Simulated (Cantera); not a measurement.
A Cantera script and what it prints.

```python
import numpy as np
import cantera as ct

gas_names = [...]  # 123 gases of nasa_gas.yaml made of C, H, O, Si
cond_names = """
    C(gr) C6H6(L) C7H8(L) C8H18(L),n-octa H2O(s) H2O(L) Si(cr) Si(L) SiC(b) SiO2(Lqz) SiO2(hqz) SiO2(L)
""".split()


# ... load() reads the species with a 1 bar reference pressure and builds the phases ...
atoms = {
    'SiC': {'Si': 1, 'C': 1},
    'O2': {'O': 2},
    'H2': {'H': 2},
}
top_T = {'C(gr)': 4500, 'SiC(b)': 3050}  # K; cautious upper limits of use, not melting points


# ... equilibrate(T, P, feed) seeds the gas with the atoms and calls Mixture.equilibrate('TP', solver="vcs", rtol=1e-11, max_steps=5000) ...
results = []
feed = {'SiC': 1, 'O2': 0.1, 'H2': 39}  # mol
P = 0.17  # Pa
for T in [973, 1073, 1173, 1273, 1373, 1473, 1573, 1673, 1773, 1873, 1973, 2073]:
    mix = equilibrate(T, P, feed)
    results.append((T, P, feed, dict(zip(mix.species_names, mix.species_moles))))

top = {s: max(r[3][s] / sum(r[3][g] for g in gas_names) for r in results) for s in gas_names}
cols = sorted((s for s in top if top[s] > 0.001), key=lambda s: -top[s])[:5]
seen = [c for c in cond_names if any(r[3].get(c, 0) > 1e-12 for r in results)]
print("log10 of partial pressures in bar; condensed amounts in mol")
print(f"{'T/K':>10s}" + "".join(f"{s[:9]:>10s}" for s in cols + seen))
for T, P, feed, n in results:
    ng = sum(n[g] for g in gas_names)
    print(f"{T:10.4g}" + "".join(f"{np.log10(max(n[s] / ng * P / 1e5, 1e-99)):10.3f}" for s in cols)
          + "".join(f"{n.get(c, 0):10.4g}" for c in seen))
```

It prints:

```
log10 of partial pressures in bar; condensed amounts in mol
       T/K        H2         H        Si        CO       SiO     C(gr)    SiC(b) SiO2(hqz)
       973    -5.770   -11.851   -19.121    -8.537   -11.147         0    0.9333   0.06656
      1073    -5.771   -10.739   -15.555    -8.457    -8.748         0    0.9196   0.03927
      1173    -5.772    -9.814   -13.416    -8.363    -8.363         0       0.9         0
      1273    -5.772    -9.033   -11.737    -8.363    -8.363         0       0.9         0
      1373    -5.773    -8.364   -10.306    -8.361    -8.366         0    0.8994         0
      1473    -5.776    -7.786    -9.107    -8.327    -8.407         0    0.8908         0
      1573    -5.787    -7.284    -8.292    -8.166    -8.773         0    0.8393         0
      1673    -5.812    -6.850    -8.087    -8.086   -10.180         0    0.7974         0
      1773    -5.877    -6.485    -7.431    -8.118   -10.494    0.7597         0         0
      1873    -5.996    -6.188    -7.477    -8.165   -11.276     0.737         0         0
      1973    -6.214    -5.977    -7.551    -8.234   -12.038    0.6997         0         0
      2073    -6.554    -5.857    -7.627    -8.301   -12.739    0.6351         0         0
```

Equilibrium computed with Cantera from the NASA thermochemical tables; the gas is ideal and each condensed phase is pure. Mutual solubility and eutectic melting of coexisting phases are not modelled.
